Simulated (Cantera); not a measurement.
A closed system holds: 1 mol SiCl4, 0.36 mol H2, 1.6 mol Cl2, at 427 °C and 75.0 Torr.

Method: chemical equilibrium by Gibbs-energy minimisation in Cantera with the NASA 1993 tables (ideal gas, pure condensed phases). Candidate condensed phases: Si; 19 gas species. Rates play no part.

Base state: Cl2 0.419, SiCl4 0.338, HCl 0.243 (mole fractions); condensed: gas only.

Task: What changes in the equilibrium state with this change: temperature from 427 °C to 902 °C?

Result: 
```csv
species,before,after
Cl2,0.419,0.414
SiCl4,0.338,0.337
HCl,0.243,0.242
Cl,1.35e-6,0.00736
```
